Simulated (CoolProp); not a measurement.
Vapour-liquid equilibrium of sulfur hexafluoride (1) + R113 (2) at 271.6 K; x and y are mole fractions of (1).

The numbers come from the multi-fluid Helmholtz-energy mixture model, Guder 2009 and Marx 1992; pair parameters Bell 2016 in CoolProp.

**Question.** Give the bubble pressure and the first vapour's composition at x = 0.05, 0.425, 0.5. Is there an azeotrope?

**Answer.** x = 0.05: 0.1299 MPa, y = 0.890; x = 0.425: 0.3261 MPa, y = 0.961; x = 0.5: 0.3824 MPa, y = 0.970. No azeotrope shows between x = 0.05 and 0.95.

The pair parameters rest on a limited set of measurements; away from them the model extrapolates. The gap from Raoult's law changes sign with composition, which may be real or a fault of the pair parameters; it wasn't checked against measurements. With so large a gap from Raoult's law the liquid may split in two, which this calculation doesn't test in full.
